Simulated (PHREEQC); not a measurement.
A solution holds 0.02 mol/kgw NH3, 7.5e-05 mol/kgw H3BO3 and 0.0037 mol/kgw Na2CO3, at 20 °C. Closed to the air; pH follows from the charge balance.

The numbers come from PHREEQC with the ion-association model, phreeqc.dat.

```tsv
quantity	before	after
pH	11.06	10.88
ionic strength (mol/kgw)	0.0107	0.0100
H3BO3 (mol/kgw)	1.11e-6	1.64e-6
```

Problem. Name the change that produced these shifts.
A. NH3 from 0.02 to 0.1 mol/kgw
B. Na2CO3 from 0.0037 to 0.00185 mol/kgw
C. NH3 left out
D. H3BO3 from 7.5e-05 to 8.25e-05 mol/kgw
E. temperature from 20 to 60 °C

Solution. C, NH3 left out

No solid was allowed to form.
